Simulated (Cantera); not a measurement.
Charge: 1 mol TEOS, 0.96 mol NO, 0.16 mol H2, at 88000 Pa.

These are equilibrium values from Cantera (NASA tables, ideal gas, pure condensed phases), not measurements of a reactor. Candidate condensed phases: C, C6H6, C7H8, C8H18, H2O, Si, SiC, SiO2, Si2N2O, Si3N4; 151 gas species. The feed counts by its element totals alone. The tables hold silica as quartz up to 1696 K and as liquid above; real silica turns to tridymite and cristobalite and melts near 1996 K. The numbers say what is thermodynamically allowed, not how fast it happens.

Q: At 1198 K, list the 4 most abundant gas species with their mole fractions, and the condensed phases.

A: H2 0.737, CO 0.215, N2 0.0357, CH4 0.00767. Condensed: C(graphite) + SiO2(β-quartz).
